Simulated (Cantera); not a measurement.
Input: 1 mol Si2H6, 5.6 mol O3, 2.5 mol H2, 2.1 mol NO, equilibrated at 1325 K and 41.0 mbar.

Cantera equilibrium calculation (NASA polynomials, part measured and part estimated; ideal gas, pure solids and liquids). Candidate condensed phases: H2O, Si, SiO2, Si2N2O, Si3N4; 35 gas species. The feed counts by its element totals alone. The tables hold silica as quartz up to 1696 K and as liquid above; real silica turns to tridymite and cristobalite and melts near 1996 K. Gases not in the tables: Si(OH)4. Kinetics and transport are ignored.

Base state: H2O 0.489, O2 0.418, N2 0.0932, NO 0.000225, OH 8.14e-5 (mole fractions); condensed: SiO2(β-quartz).

Q: What changes in the equilibrium state with this change: Si2H6 replaced by TEOS?

A: 
| species | before | after |
|---|---|---|
| H2O | 0.489 | 0.398 |
| CO2 | 0 | 0.200 |
| H2 | 5.01e-7 | 0.182 |
| O2 | 0.418 | <1e-9 |
| CO | 0 | 0.171 |
| N2 | 0.0932 | 0.0487 |
| NO | 0.000225 | <1e-9 |
| OH | 8.14e-5 | 1.10e-7 |
| SiO2(β-quartz), mol | 2.00 | 1.00 |
Further candidate phases: C, C6H6, C7H8, C8H18, SiC.

Q: What changes in the equilibrium state with this change: Si2H6 replaced by SiCl4?

A: 
```tsv
species	before	after
O2	0.418	0.591
HCl	0	0.260
N2	0.0932	0.0765
H2O	0.489	0.0524
Cl2	0	0.0118
Cl	0	0.00828
ClO	0	4.07e-5
HOCl	0	1.08e-5
OH	8.14e-5	2.91e-5
SiO2(β-quartz), mol	2.00	1.00
```
Further candidate phases: NH4Cl.
